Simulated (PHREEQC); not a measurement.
**Brine: an equilibrium model**

Dissolve 0.98 mol MgCl2 and 0.057 mol Na2B4O7 per kg of water at 25 °C. Closed to the air; pH follows from the charge balance.

Model: Pitzer model, pitzer.dat, run in PHREEQC.

This is a speciation only: nothing precipitates in the calculation.

Task: Predict the pH, density.

Result: pH 7.89; density 1.082 g/cm³.

Task: In which forms is Mg present?

Result: Mg+2 95 %, MgB(OH)4+ 4.9 % of the Mg.

Species that the database lacks are ignored. In brines, pH and single-ion activities rest on the MacInnes convention.
